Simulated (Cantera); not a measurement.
Feed: 1 mol C, 0.017 mol NH3, 1.3 mol N2, at 2400 K and 1330 Pa.

Equilibrium computed with Cantera from the NASA thermochemical tables; the gas is ideal and each condensed phase is pure. Candidate condensed phases: C, C6H6, C7H8, C8H18; 92 gas species. Kinetics and transport are ignored.

Base state: N2 0.971, H 0.0133, H2 0.00937, HCN 0.00521, HNC 0.000541, CN 0.000370, C2H2 (acetylene) 6.53e-5, C2N2 4.04e-5 (mole fractions); condensed: C(graphite).

What changes in the equilibrium state with this change: pressure from 1330 Pa to 101000 Pa?


| species | before | after |
|---|---|---|
| N2 | 0.971 | 0.976 |
| H2 | 0.00937 | 0.0145 |
| HCN | 0.00521 | 0.00648 |
| H | 0.0133 | 0.00190 |
| CN | 0.000370 | 4.26e-5 |
| C2H2 (acetylene) | 6.53e-5 | 0.000101 |
| HNC | 0.000541 | 0.000673 |
| C(graphite), mol | 0.991 | 0.990 |

What changes in the equilibrium state with this change: NH3 from 0.017 to 0.013 mol?


```json
[
 {"species": "N2", "before": "0.971", "after": "0.977"},
 {"species": "H", "before": "0.0133", "after": "0.0112"},
 {"species": "H2", "before": "0.00937", "after": "0.00657"},
 {"species": "C2H2 (acetylene)", "before": "6.53e-5", "after": "4.58e-5"},
 {"species": "HCN", "before": "0.00521", "after": "0.00437"},
 {"species": "HNC", "before": "0.000541", "after": "0.000454"},
 {"species": "C(graphite), mol", "before": "0.991", "after": "0.993"}
]
```

What changes in the equilibrium state with this change: NH3 from 0.017 to 1.4 mol?


```csv
species,before,after
N2,0.971,0.452
H2,0.00937,0.428
H,0.0133,0.0901
HCN,0.00521,0.0240
C2H2 (acetylene),6.53e-5,0.00298
C2H,5.35e-6,3.61e-5
HNC,0.000541,0.00249
C2N2,4.04e-5,1.88e-5
CN,0.000370,0.000253
"C(graphite), mol",0.991,0.859
```
